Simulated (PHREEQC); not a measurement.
A column of 0.2 m (30 cells, dispersivity 0.016 m, 3600 s a shift, diffusion coefficient 3e-10 m²/s) holds 0.0028 eq of the database's cation exchanger X per kg of pore water, first in equilibrium with 1.8 mmol/kgw CaCl2, 42 mmol/kgw NaCl and 0.01 mmol/kgw HCl. It is flushed with 0.0012 mol MgCl2 and 1e-05 mol HCl per kg of water, at 15 °C. Values are for the last cell. No CO2 enters from the air. No solid was allowed to form.

All values are PHREEQC results (ion-association model, phreeqc.dat), not measurements.

Task: Predict Mg in solution (mol/kgw), Na in solution (mol/kgw), Ca in solution (mol/kgw), Cl in solution (mol/kgw) at pore volumes = 0.6833, 4.017.

Result: 
```
pore volumes  Mg in solution (mol/kgw)  Na in solution (mol/kgw)  Ca in solution (mol/kgw)  Cl in solution (mol/kgw)
------------  ------------------------  ------------------------  ------------------------  ------------------------
0.6833                         3.57e-5                    0.0335                   0.00142                    0.0364
4.017                          0.00112                   1.88e-6                   8.06e-5                   0.00241
```

Complexes and solids missing from the database can't appear.
